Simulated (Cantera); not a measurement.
Feed: 1 mol NaCl, 0.027 mol HCl, 5 mol N2, equilibrated at 55.0 Pa.

These are equilibrium values from Cantera (NASA tables, ideal gas, pure condensed phases), not measurements of a reactor. Candidate condensed phases: NH4Cl, Na, NaCl; 17 gas species. Kinetics and transport are ignored.

x: gas mole fraction; n: condensed amount in mol.

| T (K) | x N2 | x NaCl | x Na2Cl2 | x Cl | x Na | n NaCl(s) |
|---|---|---|---|---|---|---|
| 623 | 0.995 | 1.14e-8 | 9.44e-10 | 1.11e-11 | <1e-12 | 1.00 |
| 723 | 0.995 | 4.47e-6 | 6.80e-7 | 8.35e-10 | <1e-12 | 1.000 |
| 823 | 0.994 | 0.000393 | 9.27e-5 | 1.76e-8 | <1e-12 | 0.997 |
| 923 | 0.978 | 0.0126 | 0.00410 | 1.77e-7 | 5.22e-11 | 0.893 |
| 1023 | 0.852 | 0.116 | 0.0274 | 1.04e-6 | 1.59e-8 | 0 |
| 1123 | 0.835 | 0.155 | 0.00620 | 4.85e-6 | 3.50e-7 | 0 |
| 1223 | 0.831 | 0.164 | … | … | … | 0 |
| 1323 | 0.830 | 0.165 | 0.000294 | 6.03e-5 | 2.51e-5 | 0 |
| 1423 | 0.830 | 0.166 | 8.44e-5 | 0.000183 | 0.000118 | 0 |
| 1523 | 0.829 | 0.165 | 2.85e-5 | 0.000517 | 0.000421 | 0 |
| 1623 | 0.829 | 0.164 | … | … | … | 0 |
| 1723 | 0.827 | 0.162 | 4.63e-6 | 0.00322 | 0.00303 | 0 |
| 1823 | 0.824 | 0.158 | 2.10e-6 | 0.00701 | 0.00671 | 0 |

**Question.** Fill in the missing entries.

**Answer.** 
- 1623, x Na2Cl2: 1.09e-5
- 1623, x Cl: 0.00135
- 1623, x Na: 0.00122
- 1223, x Na2Cl2: 0.00124
- 1223, x Cl: 1.83e-5
- 1223, x Na: 3.72e-6
